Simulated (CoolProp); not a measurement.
200 sccm (0 °C, 1 atm) of nitrogen bubbles through liquid octamethyltrisiloxane (MDM) at 333.5 K and leaves saturated at a total pressure of 0.0831 MPa (ideal gas phase). Each further row changes one setting.

Computed with CoolProp (reference Helmholtz-energy equation of state, Thol 2017).

```csv
case,vapour pressure (kPa),mole fraction of vapour,delivery (mg/min),delivery (sccm),change of delivery for a bath 1 K warmer (%)
as stated,3.71,0.0447,98.6,9.35,5.3
bath temperature 338.5 K,4.72,0.0568,127,12.0,5.1
total pressure 0.166 MPa,3.71,0.0224,48.3,4.57,5.1
```
